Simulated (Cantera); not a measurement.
A closed system holds: 1 mol SiH₂Cl₂, 1.8 mol HCl, 24 mol N₂, held at 4.30 mbar.

Equilibrium computed with Cantera from the NASA thermochemical tables; the gas is ideal and each condensed phase is pure. Candidate condensed phases: NH₄Cl, Si, Si₃N₄; 28 gas species. N₂ is the only nitrogen source here; it is nearly inert below about 1500 K, so the nitride shown seldom forms there in practice. Rates play no part.

### Question
Which condensed phases are stable at each of these points (T (°C)): 827, 902, 977, 1052, 1127, 1202, 1277, 1352?

### Answer
| T (°C) | condensed phases | Si condensed (%) |
|---|---|---|
| 827 | Si₃N₄(s) | 72.9 |
| 902 | Si₃N₄(s) | 73.4 |
| 977 | Si₃N₄(s) | 71.6 |
| 1052 | Si₃N₄(s) | 63.9 |
| 1127 | Si₃N₄(s) | 46.5 |
| 1202 | Si₃N₄(s) | 22.6 |
| 1277 | gas only | 0.0 |
| 1352 | gas only | 0.0 |

From 827 °C to 1202 °C the condensed part is Si₃N₄(s). From 1277 °C to 1352 °C nothing is condensed.
